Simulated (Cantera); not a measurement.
Cantera run, input and output.

```python
import numpy as np
import cantera as ct

gas = ct.Solution("gri30.yaml")


def delay(T, t_max=10):
    gas.TPX = T, 140000, {'CO': 1, 'H2': 0.035, 'O2': 0.941, 'N2': 3.54}
    reactor = ct.IdealGasConstPressureReactor(gas, clone=False)
    net = ct.ReactorNet([reactor])
    net.rtol, net.atol = 1e-8, 1e-16
    while net.time < t_max:
        t_old, T_old = net.time, reactor.T
        net.step()
        if reactor.T > T + 400:  # ignition: a rise of 400 K
            return t_old + (T + 400 - T_old) / (reactor.T - T_old) * (net.time - t_old)
    return np.nan


taus = []
for T in [1098, 1173, 1248, 1323, 1398, 1473, 1548]:
    taus.append(delay(T))
    print(f"T0 = {T:6g} K   tau = {taus[-1]:.4e} s")
```

Result:

```
T0 =   1098 K   tau = 4.3045e-04 s
T0 =   1173 K   tau = 2.5620e-04 s
T0 =   1248 K   tau = 1.8826e-04 s
T0 =   1323 K   tau = 1.5432e-04 s
T0 =   1398 K   tau = 1.3549e-04 s
T0 =   1473 K   tau = 1.2491e-04 s
T0 =   1548 K   tau = 1.1962e-04 s
```

Model: GRI-Mech 3.0 (53 species, 325 reactions), integrated in Cantera. Where the delays flatten at high temperature, the 400 K rule measures the pace of heat release, not the induction time.
